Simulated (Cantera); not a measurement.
An isothermal, constant-pressure homogeneous reactor starts with C₂H₄ : H₂ = 1 : 2 (molar parts), at 1925 K and 0.133 bar.

Detailed kinetics in Cantera: GRI-Mech 3.0 (53 species, 325 reactions). GRI-Mech 3.0 was tuned for natural gas; its chemistry of ethylene as a main component is partial and can be far from experiment. GRI-Mech 3.0 stops at C3 and has no aromatics, soot or wall deposition, so with more carbon than oxygen in the feed, carbon stays in small species such as C2H2 where larger ones or solid carbon would form.

One state of this run: x C₂H₄ = 0.000261; x H₂ = 0.748; x H = 0.00210; x C₂H = 1.01e-5; x CH₄ = 0.000175; x CH₃ = 9.78e-6; x CH₂ = 3.73e-8. x: mole fraction; the columns are a selection and need not sum to one.

Which value of t (s) does it belong to?
(A) 0.00704
(B) 0.0734
(C) 0.00218
(D) 2.00e-5

A, 0.00704
